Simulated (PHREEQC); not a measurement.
Consider water at 25 °C with 0.0015 mol Cu(NO3)2, 0.00044 mol H2SO4 and 0.00023 mol FeCl3 per kg of water. Closed to the air; pH follows from the charge balance.

Model: ion-association model, phreeqc.dat, run in PHREEQC.

The ionic strength comes out as 0.00636 mol/kgw. What activity coefficients do H+, Fe+3, FeOH+2, FeSO4+, Fe(OH)2+ get?

H+ 0.93, Fe+3 0.51, FeOH+2 0.72, FeSO4+ 0.92, Fe(OH)2+ 0.92.

This is a speciation only: nothing precipitates in the calculation. The solution is supersaturated, for example in Hematite (slow to form), Goethite (slow to form), so a real one may precipitate; this is no full list.
